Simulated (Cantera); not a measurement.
# Adiabatic ignition

An adiabatic, constant-pressure homogeneous reactor starts with CH4 : O2 : N2 = 1 : 0.952 : 3.58 (molar parts), equivalence ratio 2.1, at 1225 K and 16500 Torr.

Computed with Cantera and GRI-Mech 3.0 (53 species, 325 reactions). The pressure lies above the range GRI-Mech 3.0 was tuned for (to about 10 atm).

| t (s) | T (K) | x CH4 | x O2 | x C2H2 | x C2H4 | x CH2 |
|---|---|---|---|---|---|---|
| 9.00e-6 | 1225 | 0.181 | 0.172 | <1e-12 | 3.09e-11 | <1e-12 |
| 2.06e-5 | 1225 | 0.181 | 0.172 | <1e-12 | 5.75e-10 | <1e-12 |
| 4.73e-5 | 1225 | 0.181 | 0.172 | <1e-12 | 1.27e-8 | <1e-12 |
| 0.000109 | 1225 | 0.181 | 0.172 | 2.60e-12 | 1.45e-7 | <1e-12 |
| 0.000249 | 1226 | 0.181 | 0.172 | 4.40e-11 | 7.15e-7 | <1e-12 |
| 0.000571 | 1227 | 0.180 | 0.172 | 6.25e-10 | 3.64e-6 | 1.92e-12 |
| 0.00131 | 1236 | 0.178 | 0.170 | 2.29e-8 | 4.14e-5 | 1.22e-11 |
| 0.00300 | 2255 | 0.000379 | 5.18e-8 | 0.000245 | 1.97e-6 | 1.59e-7 |
| 0.00688 | 2252 | 3.37e-8 | 4.96e-8 | 2.70e-11 | <1e-12 | 1.34e-11 |
| 0.0158 | 2252 | 3.35e-8 | 4.96e-8 | 2.59e-11 | <1e-12 | 1.33e-11 |
| 0.0362 | 2252 | 3.34e-8 | 4.96e-8 | 2.58e-11 | <1e-12 | 1.33e-11 |
| 0.0829 | 2252 | 3.34e-8 | 4.96e-8 | 2.58e-11 | <1e-12 | 1.33e-11 |
| 0.190 | 2252 | 3.33e-8 | 4.96e-8 | 2.58e-11 | <1e-12 | 1.33e-11 |
| 0.436 | 2252 | 3.33e-8 | 4.96e-8 | 2.58e-11 | <1e-12 | 1.33e-11 |
| 1.00 | 2252 | 3.33e-8 | 4.96e-8 | 2.58e-11 | <1e-12 | 1.33e-11 |
x: mole fraction; the columns are a selection and need not sum to one.

```json
{
  "time_of_steepest_temperature_rise": "2.13 ms",
  "temperature at 1.00 s": "2252 K",
  "equilibrium_temperature": "2252 K",
  "x(CH4) at 1.00 s": "3.33e-8 (gas-phase equilibrium 3.71e-8)",
  "x(O2) at 1.00 s": "4.96e-8 (gas-phase equilibrium 4.96e-8)",
  "x(C2H2) at 1.00 s": "2.58e-11 (gas-phase equilibrium 2.86e-11)"
}
```
